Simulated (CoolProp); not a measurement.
Computed with CoolProp (reference Helmholtz-energy equation of state, Thol 2015).

Q: For octamethylcyclotetrasiloxane (D4), give the phase and the speed of sound (m/s), expansivity (1/kK) at 554.3 K and 0.9 MPa; 603.6 K and 0.9 MPa.

A: 
- 554.3 K and 0.9 MPa: liquid; speed of sound 172, expansivity 5.90
- 603.6 K and 0.9 MPa: gas; speed of sound 97.7, expansivity 4.68
